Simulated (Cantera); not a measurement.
Charge: 1 mol Si, 3.3 mol HCl, 6.3 mol H2, held at 13300 Pa.

Cantera equilibrium calculation (NASA polynomials, part measured and part estimated; ideal gas, pure solids and liquids). Candidate condensed phases: Si; 19 gas species. The tables' values for SiCl3 are old estimates; treat these amounts as uncertain. The numbers say what is thermodynamically allowed, not how fast it happens. All values below are at 1400 K.

Base state: H2 0.787, HCl 0.122, SiCl2 0.0555, SiCl4 0.0146, SiCl3 0.0138, SiHCl3 0.00669, SiH2Cl2 0.000461, H 1.18e-5 (mole fractions); condensed: Si(s).

**Question.** What changes in the equilibrium state with this change: pressure from 13300 Pa to 260000 Pa?

**Answer.** 
```tsv
species	before	after
H2	0.787	0.832
HCl	0.122	0.0731
SiCl4	0.0146	0.0333
SiCl2	0.0555	0.0190
SiHCl3	0.00669	0.0268
SiCl3	0.0138	0.0122
SiH3Cl	9.13e-6	0.000113
SiH2Cl2	0.000461	0.00325
H	1.18e-5	2.75e-6
Si(s), mol	0.150	0.151
```

**Question.** What changes in the equilibrium state with this change: pressure from 13300 Pa to 150000 Pa?

**Answer.** 
```tsv
species	before	after
H2	0.787	0.825
HCl	0.122	0.0821
SiCl4	0.0146	0.0310
SiCl2	0.0555	0.0241
SiHCl3	0.00669	0.0221
SiCl3	0.0138	0.0133
SiH3Cl	9.13e-6	7.27e-5
SiH2Cl2	0.000461	0.00236
H	1.18e-5	3.61e-6
Si(s), mol	0.150	0.161
```
